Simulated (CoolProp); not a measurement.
Properties of carbonyl sulfide along the isobar 9.23 MPa (Tc = 378.8 K, pc = 6.369 MPa, ω = 0.098).

Values from CoolProp's reference Helmholtz-energy equation of state, Lemmon 2006. It is a short technical equation, of lower accuracy than the large ones.

```
T (K)          phase  isothermal compressibility (1/MPa)  fugacity coefficient
-----  -------------  ----------------------------------  --------------------
351.6         liquid                             0.01021                0.3615
365           liquid                             0.01619                0.4276
378.4         liquid                             0.03081                0.4951
391.9  supercritical                             0.09107                0.5613
405.3  supercritical                              0.2885                0.6188
418.7  supercritical                              0.2391                0.6626
432.2  supercritical                              0.1946                0.6980
445.6  supercritical                              0.1713                0.7278
459    supercritical                              0.1571                0.7536
472.5  supercritical                              0.1475                0.7765
485.9  supercritical                              0.1407                0.7967
499.3  supercritical                              0.1355                0.8148
512.8  supercritical                              0.1314                0.8311
526.2  supercritical                              0.1282                0.8457
```
